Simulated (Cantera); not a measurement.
Feed: 1 mol PbO, 0.71 mol CO, 0.72 mol H₂, 0.14 mol O₂, at 15.8 Torr.

Equilibrium computed with Cantera from the NASA thermochemical tables; the gas is ideal and each condensed phase is pure. Candidate condensed phases: C, C₆H₆, C₇H₈, C₈H₁₈, H₂O, Pb, PbO, PbO₂, Pb₃O₄; 113 gas species. Rates play no part.

x: gas mole fraction; n: condensed amount in mol.

| T (K) | x CO₂ | x H₂O | x Pb | x H₂ | x CO | x PbO | x Pb₂ | n Pb(l) |
|---|---|---|---|---|---|---|---|---|
| 850 | 0.469 | 0.426 | 1.52e-5 | 0.0771 | 0.0278 | 1.76e-11 | ___ | 1.000 |
| 900 | 0.463 | 0.432 | 6.52e-5 | 0.0715 | 0.0333 | 2.14e-10 | ___ | 1.000 |
| 950 | 0.458 | 0.437 | 0.000240 | 0.0662 | 0.0387 | 2.03e-9 | ___ | 1.000 |
| 1000 | 0.452 | 0.442 | 0.000771 | 0.0612 | 0.0436 | 1.54e-8 | ___ | 0.999 |
| 1050 | 0.447 | 0.446 | 0.00222 | 0.0565 | 0.0481 | 9.75e-8 | ___ | 0.997 |
| 1100 | 0.442 | 0.448 | 0.00577 | 0.0522 | 0.0521 | 5.23e-7 | ___ | 0.992 |
| 1150 | 0.434 | 0.448 | 0.0138 | 0.0481 | 0.0554 | 2.43e-6 | ___ | 0.980 |
| 1200 | 0.424 | 0.444 | 0.0306 | 0.0440 | 0.0577 | 9.97e-6 | ___ | 0.955 |
| 1250 | 0.406 | 0.432 | 0.0637 | 0.0397 | 0.0585 | 3.66e-5 | ___ | 0.903 |
| 1300 | 0.377 | 0.406 | 0.125 | 0.0348 | 0.0571 | 0.000121 | ___ | 0.796 |
| 1350 | 0.329 | 0.357 | 0.233 | 0.0288 | 0.0520 | 0.000368 | ___ | 0.565 |
| 1400 | 0.251 | 0.275 | 0.410 | 0.0211 | 0.0417 | 0.00101 | ___ | 0 |
| 1450 | 0.249 | 0.276 | 0.410 | 0.0201 | 0.0431 | 0.00153 | ___ | 0 |

Problem. What belongs in the gaps?

Solution. 
- 850, x Pb₂: 3.35e-12
- 900, x Pb₂: 3.87e-11
- 950, x Pb₂: 3.43e-10
- 1000, x Pb₂: 2.43e-9
- 1050, x Pb₂: 1.42e-8
- 1100, x Pb₂: 7.03e-8
- 1150, x Pb₂: 3.02e-7
- 1200, x Pb₂: 1.14e-6
- 1250, x Pb₂: 3.87e-6
- 1300, x Pb₂: 1.19e-5
- 1350, x Pb₂: 3.36e-5
- 1400, x Pb₂: 8.57e-5
- 1450, x Pb₂: 7.13e-5
